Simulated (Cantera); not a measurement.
Source: NASA polynomial tables (part measured, part estimated), evaluated in Cantera. Values are per mole of reaction as written; species without (g) are pure solids or liquids, kept so even where they would boil at 1 bar.

a) Ta + O₂(g) = TaO₂(g)
b) 0.8 V + O₂(g) = 0.4 V₂O₅
c) 0.6667 Cr + O₂(g) = 0.6667 CrO₃(g)
d) 2 B + O₂(g) = B₂O₂(g)
e) Zr + O₂(g) = ZrO₂(g)
f) 1.2 Ti + O₂(g) = 0.4 Ti₃O₅

Q: Order these by ΔG° at 898 K, most negative first.

A: f (-822 kJ), d (-479 kJ), b (-466 kJ), e (-310 kJ), a (-228 kJ), c (-155 kJ)
